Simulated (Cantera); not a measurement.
Input: 1 mol HgO, 1.9 mol H2, held at 410000 Pa.

Equilibrium computed with Cantera from the NASA thermochemical tables; the gas is ideal and each condensed phase is pure. Candidate condensed phases: H2O, Hg, HgO; 10 gas species. The numbers say what is thermodynamically allowed, not how fast it happens.

Task: At 325 °C, list the 3 most abundant gas species with their mole fractions, and the condensed phases.

Result: H2O 0.456, H2 0.410, Hg 0.133. Condensed: Hg(l).
